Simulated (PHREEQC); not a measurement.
A made-up water analysis in mmol/kgw, 25 °C, pH 7.45: Na 157; K 9.49; Ca 2.14; Mg 3.55; Cl 172; S(6) 3.83; Alkalinity (meq/kgw) 0.000418.

Valence states are taken as typed.

The numbers come from PHREEQC with the Pitzer model, pitzer.dat.

Each row changes one thing in this solution. Precipitation was switched off in this run.

| case | MgOH+ (mol/kgw) | HCO3- (mol/kgw) | HSO4- (mol/kgw) | CO2 (mol/kgw) | CO3-2 (mol/kgw) | SI of Gypsum (CaSO4:2H2O) | SI of Halite (NaCl) |
|---|---|---|---|---|---|---|---|
| as made | 5.27e-8 | 7.82e-9 | 3.84e-9 | 4.81e-10 | 3.47e-11 | -1.68 | -3.42 |
| pH from 7.45 to 6.45 at the same alkalinity | 5.27e-9 | 8.61e-7 | 3.84e-8 | 5.30e-7 | 3.82e-10 | -1.68 | -3.42 |
| K from 9.49 to 19 mmol/kgw | 5.19e-8 | 8.82e-9 | 3.83e-9 | 5.39e-10 | 3.89e-11 | -1.69 | -3.42 |

Complexes and solids missing from the database can't appear.
